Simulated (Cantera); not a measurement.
Feed: 1 mol toluene, 33 mol H2, held at 2173.15 K and 84.0 Pa.

Cantera equilibrium calculation (NASA polynomials, part measured and part estimated; ideal gas, pure solids and liquids). Candidate condensed phases: C, C6H6, C7H8, C8H18; 76 gas species. Kinetics and transport are ignored.

Base state: H2 0.845, H 0.153, C2H2 (acetylene) 0.00187, C2H 1.09e-5 (mole fractions); condensed: C(graphite).

Question: What changes in the equilibrium state with this change: temperature from 2173.15 K to 3000 K?

Answer: 
```csv
species,before,after
H,0.153,0.923
H2,0.845,0.0287
C,1.12e-6,0.0224
C3,1.66e-6,0.0189
C5,<1e-9,4.74e-5
C2,1.44e-7,0.00518
C4,<1e-9,2.36e-5
CH,8.87e-8,4.93e-5
C2H,1.09e-5,0.00135
"C(graphite), mol",6.85,0
```
